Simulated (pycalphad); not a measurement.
An equivalent pycalphad script:

```python
from pycalphad import Database, equilibrium, calculate, variables as v
import numpy as np
db = Database('COST507.tdb')
comps = ['SN', 'SI', 'VA']
phases = ['BCT_A5', 'DIAMOND_A4', 'LIQUID']
eq = equilibrium(db, comps, phases, {v.X('SI'): 0.287, v.T: np.arange(2350, 499, -75), v.P: 101325, v.N: 1}, output=['HM', 'SM'])
```

All values are pycalphad results on the COST 507 light-alloy database (1999) (1 atm), not direct measurements. The database dates from 1999; later assessments differ in places, in temperatures and in the compounds included. Amounts are mole fractions of atoms.

Results at three of the temperatures:

```
T = 1675.00 K, P = 101325 Pa, N = 1 mol of atoms
G = -126184 J/mol, H = 62804 J/mol, S = 112.83 J/(mol K)  (SER reference)
chemical potentials (J/mol): Sn -147970, Si -72063
phase             fraction      x(Sn)      x(Si)
LIQUID              1.0000     0.7130     0.2870
```

```
T = 775.00 K, P = 101325 Pa, N = 1 mol of atoms
G = -42205 J/mol, H = 18014 J/mol, S = 77.70 J/(mol K)  (SER reference)
chemical potentials (J/mol): Sn -50964, Si -20446
phase             fraction      x(Sn)      x(Si)
LIQUID              0.7132     0.9998   0.000228
DIAMOND_A4          0.2868   4.14e-07     1.0000
```

```
T = 550.00 K, P = 101325 Pa, N = 1 mol of atoms
G = -25724 J/mol, H = 11823 J/mol, S = 68.27 J/(mol K)  (SER reference)
chemical potentials (J/mol): Sn -31177, Si -12177
phase             fraction      x(Sn)      x(Si)
LIQUID              0.7130     1.0000   1.68e-06
DIAMOND_A4          0.2870   2.48e-07     1.0000
```

Changes of the phase set, refined by bisection:

```json
[
 {"T (K)": "1560.8", "phases above": "liquid", "phases below": "diamond (Si) + liquid"}
]
```

DIAMOND_A4 is diamond (Si).
